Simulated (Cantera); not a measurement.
# Adiabatic ignition

An adiabatic, constant-volume homogeneous reactor starts with 5.06 % H₂, 7.89 % O₂, 87.0 % N₂, at 1748 K and 100000 Pa.

Computed with Cantera and the H2/O2 subset of GRI-Mech 3.0, which has no nitrogen chemistry.

```tsv
t (s)	T (K)	P (bar)	x H₂	x O₂	x O	x HO₂	x H	x H₂O	x OH
2.00e-6	1748	1.000	0.0506	0.0789	2.69e-7	6.46e-7	8.53e-7	4.55e-7	2.98e-7
5.11e-6	1748	1.000	0.0506	0.0789	3.05e-6	1.66e-6	8.37e-6	9.75e-6	3.40e-6
1.31e-5	1749	1.00	0.0474	0.0773	0.000579	9.61e-6	0.00151	0.00212	0.000632
3.34e-5	1807	1.03	0.00484	0.0503	0.0153	8.53e-6	0.0138	0.0356	0.00689
8.55e-5	1920	1.09	0.00388	0.0507	0.0114	6.85e-6	0.00816	0.0396	0.00717
0.000219	2050	1.15	0.00224	0.0518	0.00606	4.28e-6	0.00292	0.0446	0.00638
0.000559	2138	1.20	0.000799	0.0533	0.00206	2.08e-6	0.000547	0.0486	0.00422
0.00143	2169	1.21	0.000255	0.0542	0.000646	1.47e-6	9.43e-5	0.0503	0.00248
0.00366	2173	1.21	0.000192	0.0543	0.000486	1.46e-6	6.14e-5	0.0506	0.00217
0.00935	2173	1.21	0.000191	0.0543	0.000485	1.46e-6	6.12e-5	0.0506	0.00216
0.0239	2173	1.21	0.000191	0.0543	0.000485	1.46e-6	6.12e-5	0.0506	0.00216
0.0612	2173	1.21	0.000191	0.0543	0.000485	1.46e-6	6.12e-5	0.0506	0.00216
0.156	2173	1.21	0.000191	0.0543	0.000485	1.46e-6	6.12e-5	0.0506	0.00216
0.400	2173	1.21	0.000191	0.0543	0.000485	1.46e-6	6.12e-5	0.0506	0.00216
```
x: mole fraction; the columns are a selection and need not sum to one.

The time of steepest temperature rise comes out as 20.1 µs. The temperature at 0.400 s is 2173 K. The equilibrium temperature comes out as 2173 K, the x(H₂) at 0.400 s comes out as 0.000191 (gas-phase equilibrium 0.000191) and the x(O₂) at 0.400 s is 0.0543 (gas-phase equilibrium 0.0543). The x(O) at 0.400 s is 0.000485 (gas-phase equilibrium 0.000485).
